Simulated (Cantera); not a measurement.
# Premixed flame

A freely propagating, adiabatic, planar premixed flame of 44.2 % H₂, 9.20 % O₂, 44.2 % N₂, 2.39 % H₂O, unburnt at 425 K and 233 Torr; mixture-averaged transport, grid criteria slope 0.08 and curve 0.16, no radiation.

Computed with Cantera and the H2/O2 subset of GRI-Mech 3.0, which has no nitrogen chemistry. Burning velocities carry a grid error of a few per cent, more on coarse grids.

```csv
z (mm),T (K),u (m/s),x H₂,x O₂,x H₂O,x HO₂,x OH,x H
-5.59,425,3.41,0.442,0.0920,0.0239,<1e-8,<1e-8,<1e-8
-3.73,425,3.41,0.442,0.0920,0.0239,<1e-8,<1e-8,<1e-8
-2.80,425,3.41,0.442,0.0920,0.0239,<1e-8,<1e-8,<1e-8
-1.86,425,3.41,0.442,0.0920,0.0239,1.28e-7,<1e-8,<1e-8
-0.932,450,3.59,0.438,0.0920,0.0250,0.000143,5.44e-5,0.000117
-0.466,673,5.26,0.410,0.0855,0.0441,7.52e-5,0.000361,0.00592
0,1011,7.71,0.337,0.0596,0.103,2.71e-5,0.000678,0.0342
0.466,1243,9.42,0.263,0.0175,0.185,7.04e-6,0.00124,0.0648
0.932,1340,10.1,0.243,0.00286,0.214,1.09e-6,0.00115,0.0700
1.86,1426,10.7,0.245,0.000204,0.220,7.30e-8,0.00123,0.0620
3.73,1515,11.3,0.253,9.02e-5,0.221,3.16e-8,0.00131,0.0498
7.46,1602,11.9,0.261,5.80e-5,0.223,2.04e-8,0.00125,0.0372
14.9,1677,12.4,0.268,3.13e-5,0.225,1.17e-8,0.00105,0.0258
```
x: mole fraction of selected species; z is measured from the peak of heat release.

| Item | Value |
|---|---|
| laminar burning velocity | 341 cm/s |
| thermal thickness | 1.86 mm |
| peak x(HO₂) | 0.000155 |
| peak x(OH) | 0.00131 |
| peak x(H) | 0.0702 |
| grid points | 133 |
